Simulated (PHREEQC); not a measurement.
Consider water at 25 °C with 0.17 mol KOH per kg of water. It is in equilibrium with CO2 at log p = -1 (atm). Otherwise closed; pH follows from the charge balance.

Model: Pitzer model, pitzer.dat, run in PHREEQC.

Task: The ionic strength comes out as 0.172 mol/kgw. What activity coefficients do CO3-2, HCO3-, K+, OH- get?

Result: CO3-2 0.27, HCO3- 0.72, K+ 0.73, OH- 0.76. Single-ion values are on the MacInnes scale.

No solid was allowed to form.
